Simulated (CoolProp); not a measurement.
Saturation properties of ethanol (Tc = 241.6 °C, pc = 6.268 MPa, ω = 0.644).

Model: reference Helmholtz-energy equation of state, Schroeder 2014, in CoolProp.

```
T (°C)  p (MPa)  enthalpy of vaporisation (kJ/kg)  liquid cp (kJ/(kg K))  vapour viscosity (µPa s)
------  -------  --------------------------------  ---------------------  ------------------------
75.65   0.09074                             854.1                  2.902                      10.3
89.55    0.1547                               [?]                  3.053                      10.7
103.45   0.2520                             804.0                  3.215                      11.1
117.25      [?]                               [?]                  3.389                       [?]
131.15   0.5925                             740.8                  3.575                      12.0
144.95   0.8627                             703.4                    [?]                      12.4
158.85      [?]                             661.4                    [?]                       [?]
172.65    1.686                             615.0                  4.140                      13.3
```

### Question
Complete the blanks.

### Answer

- 89.55, enthalpy of vaporisation (kJ/kg): 830.5
- 117.25, p (MPa): 0.3929
- 117.25, enthalpy of vaporisation (kJ/kg): 774.4
- 117.25, vapour viscosity (µPa s): 11.5
- 144.95, liquid cp (kJ/(kg K)): 3.764
- 158.85, p (MPa): 1.223
- 158.85, liquid cp (kJ/(kg K)): 3.952
- 158.85, vapour viscosity (µPa s): 12.8

It boils at 78.4 °C under 1 atm.

Viscosity comes from a separate model (Kiselev 2005).
